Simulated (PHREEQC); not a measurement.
Dissolve 0.28 mol/kgw Na2HPO4 at 25 °C. Closed to the air; pH follows from the charge balance.

Model: ion-association model, phreeqc.dat, run in PHREEQC.

| quantity | before | after |
|---|---|---|
| pH | 8.93 | 8.63 |
| ionic strength (mol/kgw) | 0.748 | 0.759 |
| HPO4-2 (mol/kgw) | 0.231 | 0.235 |
| H2PO4- (mol/kgw) | 0.00121 | 0.00178 |
| PO4-3 (mol/kgw) | 0.00120 | 0.00167 |

Q: What was changed between the two runs?
A. Na2HPO4 from 0.28 to 0.56 mol/kgw
B. temperature from 25 to 70 °C
C. diluted 5-fold with water
D. Na2HPO4 from 0.28 to 0.028 mol/kgw
E. Na2HPO4 replaced by KH2PO4 at the same molality

A: B, temperature from 25 to 70 °C

Precipitation was switched off in this run. The ionic strength passes 0.7 mol/kgw, the rough limit of the ion-association models, in every such run. Away from 25 °C the constants follow the database's enthalpies or fits; those with neither stay at their 25 °C values.
